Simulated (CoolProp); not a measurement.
A single-stage vapour-compression cycle with C3F8 (R218): evaporating at 260.15 K (dew point), condensing at 296.15 K (bubble point), superheat 5 K, subcooling 0 K, compressor efficiency 0.6, no pressure losses. Each further row changes one setting.

The numbers come from the reference Helmholtz-energy equation of state, Lemmon 2006 in CoolProp. It is a short technical equation, of lower accuracy than the large ones.

```
case                              cooling COP  pressure ratio  discharge temperature (K)  refrigerating effect (kJ/kg)  volumetric capacity (kJ/m³)
--------------------------------  -----------  --------------  -------------------------  ----------------------------  ---------------------------
as stated                                 [?]            3.10                      298.8                          60.4                         1510
evaporating temperature 265.15 K         3.86            2.59                      298.9                          63.5                         1880
condensing temperature 291.15 K          3.86            2.69                      294.4                          66.1                         1650
subcooling 5 K                           3.42            3.10                      298.8                          66.2                         1650
superheat 15 K                           3.31            3.10                        [?]                          68.4                          [?]
compressor efficiency 0.5                2.60            3.10                      302.9                          60.4                         1510
```

Q: What belongs in the gaps?

A: 
- as stated, cooling COP: 3.12
- superheat 15 K, discharge temperature (K): 308.7
- superheat 15 K, volumetric capacity (kJ/m³): 1620
